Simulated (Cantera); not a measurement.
## Hydrocarbon pyrolysis for carbon deposition

An isothermal, constant-pressure homogeneous reactor starts with 3.12 % CH4, 96.9 % N2, at 1575 K and 0.132 atm.

Model: GRI-Mech 3.0 (53 species, 325 reactions), integrated in Cantera. GRI-Mech 3.0 stops at C3 and has no aromatics, soot or wall deposition, so with more carbon than oxygen in the feed, carbon stays in small species such as C2H2 where larger ones or solid carbon would form.

| t (s) | x CH4 | x HCN | x H | x C2H2 | x CH3 | x CH2 | x C2H |
|---|---|---|---|---|---|---|---|
| 1.00e-5 | 0.0312 | <1e-12 | 3.47e-8 | <1e-12 | 7.49e-8 | <1e-12 | <1e-12 |
| 3.62e-5 | 0.0312 | <1e-12 | 5.36e-8 | <1e-12 | 3.43e-7 | <1e-12 | <1e-12 |
| 0.000131 | 0.0312 | <1e-12 | 5.52e-8 | <1e-12 | 1.38e-6 | 4.97e-12 | <1e-12 |
| 0.000473 | 0.0312 | <1e-12 | 5.54e-8 | 2.62e-12 | 5.13e-6 | 4.80e-11 | <1e-12 |
| 0.00171 | 0.0312 | <1e-12 | 5.87e-8 | 4.89e-10 | 1.85e-5 | 5.23e-10 | <1e-12 |
| 0.00618 | 0.0312 | 1.83e-12 | 9.91e-8 | 8.77e-8 | 6.33e-5 | 5.55e-9 | <1e-12 |
| 0.0224 | 0.0307 | 9.18e-11 | 5.28e-7 | 1.44e-5 | 0.000183 | 4.20e-8 | 5.12e-11 |
| 0.0809 | 0.0263 | 7.65e-9 | 3.88e-6 | 0.00114 | 0.000265 | 9.95e-8 | 2.22e-9 |
| 0.292 | 0.0171 | 6.84e-8 | 9.12e-6 | 0.00645 | 0.000149 | 5.32e-8 | 8.56e-9 |
| 1.06 | 0.00769 | 2.64e-7 | 1.54e-5 | 0.0113 | 6.92e-5 | 2.67e-8 | 1.49e-8 |
| 3.82 | 0.00220 | 6.57e-7 | 2.10e-5 | 0.0141 | 2.21e-5 | 9.83e-9 | 2.05e-8 |
| 13.8 | 0.000533 | 1.11e-6 | 2.36e-5 | 0.0149 | 5.71e-6 | 2.73e-9 | 2.30e-8 |
| 50.0 | 0.000144 | 1.55e-6 | 2.43e-5 | 0.0151 | 1.57e-6 | 7.62e-10 | 2.37e-8 |
x: mole fraction; the columns are a selection and need not sum to one.

Equilibrium at this temperature and pressure: CH4 2.52e-5, HCN 0.0253, H 2.44e-5, C2H2 0.00249, CH3 2.75e-7, CH2 1.34e-10, C2H 3.92e-9 (gas phase only).
